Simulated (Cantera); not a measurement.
Charge: 1 mol MgCO₃, 3.6 mol SO₂, 0.61 mol CO₂, held at 1725 K and 0.170 bar.

These are equilibrium values from Cantera (NASA tables, ideal gas, pure condensed phases), not measurements of a reactor. Candidate condensed phases: C, Mg, MgCO₃, MgO, MgS, MgSO₄, S; 26 gas species. Rates play no part.

Problem. What is the equilibrium state?

Solution. 
```json
{
  "x(SO₂)": "0.690",
  "x(CO₂)": "0.307",
  "x(CO)": "0.00201",
  "x(O₂)": "0.00114",
  "x(SO)": "0.000408",
  "x(SO₃)": "0.000133",
  "x(O)": "4.76e-6",
  "n(MgO(s))": "1.00 mol",
  "gas_amount": "5.216 mol",
  "log10 activity of S(l) (absent)": "-5.77",
  "log10 activity of C(graphite) (absent)": "-9.57",
  "log10 activity of Mg(l) (absent)": "-10.54"
}
```
